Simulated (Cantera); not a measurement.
An adiabatic, constant-volume homogeneous reactor starts with CH4 : O2 : N2 = 1 : 5.41 : 20.3 (molar parts), equivalence ratio 0.37, at 1150 K and 7500 Torr.

Model: GRI-Mech 3.0 (53 species, 325 reactions), integrated in Cantera.

**Question.** Predict: time of steepest temperature rise; temperature at 2.00 s; equilibrium temperature; x(O2) at 2.00 s; x(H) at 2.00 s.

**Answer.** 
```
Property                                                            Result
---------------------------------  ---------------------------------------
time of steepest temperature rise                                  6.03 ms
temperature at 2.00 s                                               2151 K
equilibrium temperature                                             2151 K
x(O2) at 2.00 s                        0.123 (gas-phase equilibrium 0.123)
x(H) at 2.00 s                     6.32e-6 (gas-phase equilibrium 6.32e-6)
```
